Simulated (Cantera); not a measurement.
Input (Python, Cantera):

```python
import numpy as np
import cantera as ct

surf = ct.Interface("ptcombust.yaml", "Pt_surf")
gas = surf.adjacent["gas"]
gas.TPX = 300, 13000, {'CH4': 0.014, 'O2': 0.11, 'N2': 0.79}
jet = ct.ImpingingJet(gas=gas, width=0.074, surface=surf)
jet.inlet.mdot, jet.inlet.T, jet.inlet.X = 0.045, 300, {'CH4': 0.014, 'O2': 0.11, 'N2': 0.79}
jet.set_refine_criteria(ratio=10, slope=0.2, curve=0.3)
show, cover = ['CH4', 'O2', 'H2O', 'OH', 'CO', 'CO2'], ["PT(S)", "H(S)", "O(S)", "OH(S)", "CO(S)", "C(S)"]

rows = []
print(f"{'Ts/K':>7s}" + "".join(f"{s:>11s}" for s in show + cover) + "   (gas at the wall, coverages)")
for i, Ts in enumerate([850, 900, 950, 1000, 1050, 1100, 1150, 1200]):
    jet.surface.T = Ts
    if i == 0:
        surf.TP = Ts, 13000
        surf.coverages = "PT(S):0.5, O(S):0.5"
        surf.advance_coverages(1.0)
        jet.set_initial_guess(products="inlet")
    jet.solve(loglevel=0, auto=(i == 0))
    rows.append([*(jet.X[gas.species_index(s), -1] for s in show), *surf[cover].coverages])
    print(f"{Ts:7g}" + "".join(f"{x:11.3e}" for x in rows[-1]))
```

Output:

```
   Ts/K        CH4         O2        H2O         OH         CO        CO2      PT(S)       H(S)       O(S)      OH(S)      CO(S)       C(S)   (gas at the wall, coverages)
    850  1.124e-02  1.117e-01  7.632e-03  5.399e-09  2.880e-06  4.988e-03  1.250e-01  1.752e-08  8.742e-01  8.673e-04  5.501e-06  1.404e-08
    900  8.288e-03  1.054e-01  1.310e-02  2.134e-08  3.022e-06  8.585e-03  1.833e-01  5.824e-08  8.156e-01  1.061e-03  4.473e-06  1.591e-08
    950  5.799e-03  1.001e-01  1.769e-02  6.552e-08  2.906e-06  1.161e-02  2.477e-01  1.477e-07  7.512e-01  1.122e-03  3.157e-06  1.510e-08
   1000  4.073e-03  9.649e-02  2.084e-02  1.755e-07  2.744e-06  1.369e-02  3.145e-01  3.117e-07  6.844e-01  1.090e-03  2.115e-06  1.322e-08
   1050  2.953e-03  9.414e-02  2.285e-02  4.183e-07  2.631e-06  1.503e-02  3.816e-01  5.813e-07  6.174e-01  1.010e-03  1.418e-06  1.129e-08
   1100  2.225e-03  9.265e-02  2.412e-02  9.049e-07  2.593e-06  1.588e-02  4.475e-01  9.943e-07  5.516e-01  9.114e-04  9.756e-07  9.669e-09
   1150  1.736e-03  9.172e-02  2.492e-02  1.808e-06  2.647e-06  1.638e-02  5.109e-01  1.594e-06  4.883e-01  8.092e-04  6.937e-07  8.385e-09
   1200  1.255e-03  9.102e-02  2.562e-02  3.448e-06  3.711e-06  1.662e-02  5.711e-01  2.441e-06  4.282e-01  7.137e-04  5.114e-07  6.650e-09
```

Model: Deutschmann's 1995 Pt surface mechanism with GRI-Mech 3.0 gas chemistry, integrated in Cantera. Catalytic surfaces can have several steady states; this one follows from the mechanism file's or the stated starting coverage.
